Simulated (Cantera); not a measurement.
A closed system holds: 1 mol Si, a varied amount of NF₃, equilibrated at 652 °C and 8.25 Torr.

Method: chemical equilibrium by Gibbs-energy minimisation in Cantera with the NASA 1993 tables (ideal gas, pure condensed phases). Candidate condensed phases: Si, Si₃N₄; 16 gas species. Kinetics and transport are ignored.

Problem. Which condensed phases are stable at each of these points (n(NF₃) (mol)): 0.73, 0.93, 1.2, 1.5, 1.9, 2.5, 3.2, 4.1, 5.2, 6.7?

Solution. 
```json
[
 {"n(NF₃) (mol)": "0.73", "condensed phases": "Si₃N₄(s)", "Si condensed (%)": "45.2"},
 {"n(NF₃) (mol)": "0.93", "condensed phases": "Si₃N₄(s)", "Si condensed (%)": "30.2"},
 {"n(NF₃) (mol)": "1.2", "condensed phases": "Si₃N₄(s)", "Si condensed (%)": "10.0"},
 {"n(NF₃) (mol)": "1.5", "condensed phases": "gas only", "Si condensed (%)": "0.0"},
 {"n(NF₃) (mol)": "1.9", "condensed phases": "gas only", "Si condensed (%)": "0.0"},
 {"n(NF₃) (mol)": "2.5", "condensed phases": "gas only", "Si condensed (%)": "0.0"},
 {"n(NF₃) (mol)": "3.2", "condensed phases": "gas only", "Si condensed (%)": "0.0"},
 {"n(NF₃) (mol)": "4.1", "condensed phases": "gas only", "Si condensed (%)": "0.0"},
 {"n(NF₃) (mol)": "5.2", "condensed phases": "gas only", "Si condensed (%)": "0.0"},
 {"n(NF₃) (mol)": "6.7", "condensed phases": "gas only", "Si condensed (%)": "0.0"}
]
```

From 0.73 mol NF₃ to 1.2 mol NF₃ the condensed part is Si₃N₄(s). From 1.5 mol NF₃ to 6.7 mol NF₃ nothing is condensed.
